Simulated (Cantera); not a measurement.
Cantera run, input and output.

```python
import numpy as np
import cantera as ct

gas = ct.Solution("gri30.yaml")
gas.TPX = 400, 810000, {'CH4': 1, 'O2': 2, 'N2': 9.2}
flame = ct.FreeFlame(gas, width=0.0092)
flame.set_refine_criteria(ratio=3, slope=0.08, curve=0.16)
flame.transport_model = "mixture-averaged"
flame.solve(loglevel=0, auto=True)
z, T = flame.grid, flame.T
thick = (T[-1] - T[0]) / np.gradient(T, z).max()
show = ['CH4', 'O2', 'NO', 'CO', 'N2O', 'CH2O']
print(f"laminar burning velocity  {flame.velocity[0] * 100:.3f} cm/s")
print(f"burnt temperature         {T[-1]:.1f} K")
print(f"thermal thickness         {thick * 1e3:.4f} mm")
print(f"grid points               {len(z)}")
z0 = z[flame.heat_release_rate.argmax()]
print(f"{'z/mm':>9s}{'T/K':>9s}{'u/(m/s)':>9s}" + "".join(f"{s:>11s}" for s in show))
rows = []
for k in (-3, -2, -1.5, -1, -0.5, -0.25, 0, 0.25, 0.5, 1, 2, 4, 8):
    zz = z0 + k * thick
    rows.append([k * thick, np.interp(zz, z, T), np.interp(zz, z, flame.velocity),
                 *(np.interp(zz, z, flame.X[gas.species_index(s)]) for s in show)])
    print(f"{rows[-1][0] * 1e3:9.3f}{rows[-1][1]:9.1f}{rows[-1][2]:9.3f}" + "".join(f"{x:11.3e}" for x in rows[-1][3:]))
```

It prints:

```
laminar burning velocity  14.125 cm/s
burnt temperature         2139.0 K
thermal thickness         0.1615 mm
grid points               127
     z/mm      T/K  u/(m/s)        CH4         O2         NO         CO        N2O       CH2O
   -0.485    400.9    0.142  8.185e-02  1.638e-01  3.632e-10  9.048e-06  2.200e-11  2.294e-07
   -0.323    409.3    0.145  8.124e-02  1.631e-01  4.711e-09  1.080e-04  4.102e-10  4.101e-06
   -0.242    436.0    0.155  7.956e-02  1.612e-01  2.367e-08  4.524e-04  2.226e-09  2.157e-05
   -0.162    569.5    0.203  7.192e-02  1.510e-01  2.471e-07  2.419e-03  1.748e-08  1.572e-04
   -0.081   1043.5    0.374  4.534e-02  1.093e-01  4.262e-06  1.098e-02  1.162e-07  8.310e-04
   -0.040   1441.6    0.519  2.245e-02  6.982e-02  1.212e-05  1.921e-02  2.381e-07  9.429e-04
    0.000   1829.1    0.657  2.748e-03  2.802e-02  2.227e-05  2.411e-02  4.034e-07  2.409e-04
    0.040   1975.5    0.706  2.436e-05  1.187e-02  3.255e-05  1.529e-02  5.625e-07  5.424e-06
    0.081   2030.6    0.723  1.655e-07  8.082e-03  3.692e-05  1.023e-02  5.795e-07  4.546e-08
    0.162   2078.3    0.738  6.250e-11  5.441e-03  4.074e-05  6.891e-03  4.886e-07  8.701e-11
    0.323   2110.1    0.748  1.775e-14  3.678e-03  4.444e-05  4.745e-03  3.446e-07  3.045e-11
    0.646   2128.1    0.754  2.350e-16  2.641e-03  4.852e-05  3.381e-03  2.302e-07  1.517e-11
    1.292   2136.3    0.756  2.154e-17  2.146e-03  5.397e-05  2.689e-03  1.746e-07  9.594e-12
```

Cantera simulation using GRI-Mech 3.0 (53 species, 325 reactions); the numbers are that mechanism's predictions, not measurements. Burning velocities carry a grid error of a few per cent, more on coarse grids.
